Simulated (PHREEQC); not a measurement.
Metal-bearing waste water (model solution)

Consider water at 35 °C with 0.26 mol/kgw Pb(NO3)2, 5.8e-05 mol/kgw MgSO4, 0.07 mol/kgw NaH2PO4 and 9.9e-05 mol/kgw Na2SO4. Closed to the air; pH follows from the charge balance.

The numbers come from PHREEQC with the ion-association model, wateq4f.dat.

| Property | Result |
|---|---|
| pH | 4.26 |
| ionic strength | 0.557 mol/kgw |
| activity of water | 0.987 |

```tsv
species	molality	activity	log γ
NO3-	0.373	0.224	-0.223
PbNO3+	0.147	0.107	-0.135
Pb+2	0.113	0.0325	-0.541
Na+	0.0702	0.0493	-0.153
H2PO4-	0.0693	0.0473	-0.166
H3PO4	0.000373	0.000424	0.056
HPO4-2	0.000282	5.71e-5	-0.694
Pb2OH+3	0.000138	8.39e-6	-1.216
PbSO4	0.000116	0.000132	0.056
H+	7.16e-5	5.43e-5	-0.120
SO4-2	3.77e-5	7.24e-6	-0.717
```

No solid was allowed to form. Examples of supersaturated solids here: Anglesite, Larnakite. Others may be too. H3PO4, which wateq4f.dat lacks, is added to it with the constant of phreeqc.dat. The database has no phosphate complexes of Pb.
